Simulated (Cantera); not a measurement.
A freely propagating, adiabatic, planar premixed flame of 17.8 % CO, 4.10 % H2, 15.4 % O2, 58.2 % N2, 4.46 % H2O, equivalence ratio 0.71, unburnt at 650 K and 0.306 atm; mixture-averaged transport, grid criteria slope 0.08 and curve 0.16, no radiation.

Model: GRI-Mech 3.0 (53 species, 325 reactions), integrated in Cantera. Burning velocities carry a grid error of a few per cent, more on coarse grids.

**Question.** Predict: laminar burning velocity; thermal thickness; peak x(O).

**Answer.** laminar burning velocity: 220 cm/s
thermal thickness: 3.23 mm
peak x(O): 0.0154
